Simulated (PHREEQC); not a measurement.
Solution (25 °C): 59 mmol/kgw HCl, 0.042 mmol/kgw FeCl3 and 1.54 mmol/kgw KCl. Closed to the air; pH follows from the charge balance.

Computed with PHREEQC (ion-association model, phreeqc.dat).

This is a speciation only: nothing precipitates in the calculation.

Estimate the pH, specific conductance.

pH 1.30; specific conductance 21800 µS/cm.

In which forms is Fe present?

Fe+3 53 %, FeCl+2 39 %, FeCl2+ 4.6 %, FeOH+2 3.4 % of the Fe.

Examples of supersaturated solids here: Hematite (slow to form). Others may be too.
